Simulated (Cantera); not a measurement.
**Ta(OEt)5 + CH4 (tantalum, niobium, vanadium and zirconium in process gases)**

Charge: 1 mol Ta(OEt)5, 2.1 mol CH4, equilibrated at 2550 °C and 21.0 mbar.

Method: chemical equilibrium by Gibbs-energy minimisation in Cantera with the NASA 1993 tables (ideal gas, pure condensed phases). Candidate condensed phases: C, C6H6, C7H8, C8H18, H2O, Ta, TaC, Ta2O5; 113 gas species. The feed counts by its element totals alone. TaC: taken at fixed stoichiometry. Condensed phases not in the tables: Ta2C. The numbers say what is thermodynamically allowed, not how fast it happens.

x(H2): 0.406
x(H): 0.390
x(CO): 0.185
x(C2H2 (acetylene)): 0.0146
x(C3): 0.00199
x(C2H): 0.00184
x(C): 0.000403
x(C4H2): 0.000219
x(C2): 0.000195
n(C(graphite)): 5.00 mol
n(TaC(s)): 1.00 mol
gas amount: 27.07 mol
log10 activity of Ta(s) (absent): -2.60
log10 activity of Ta2O5(l) (absent): -32.66
